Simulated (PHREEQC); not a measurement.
Make-up at 25 °C: 3.8 mmol/kgw CdCl2, 0.55 mmol/kgw Na2SO4 and 1.9 mmol/kgw HCl. Closed to the air; pH follows from the charge balance.

The numbers come from PHREEQC with the ion-association model, wateq4f.dat.

```tsv
quantity	before	after
pH	2.77	1.78
ionic strength (mol/kgw)	0.0119	0.0270
Cl- (mol/kgw)	0.00821	0.0243
Cd+2 (mol/kgw)	0.00243	0.00162
CdCl+ (mol/kgw)	0.00122	0.00200
SO4-2 (mol/kgw)	0.000389	0.000255
SI of CdOHCl (CdOHCl)	-5.69	-6.48
SI of Halite (NaCl)	-6.72	-6.29
```

Name the change that produced these shifts.
A) temperature from 25 to 70 °C
B) HCl from 0.0019 to 0.019 mol/kgw
C) Na2SO4 from 0.00055 to 0.0055 mol/kgw
D) CdCl2 from 0.0038 to 0.00418 mol/kgw

B, HCl from 0.0019 to 0.019 mol/kgw

This is a speciation only: nothing precipitates in the calculation.
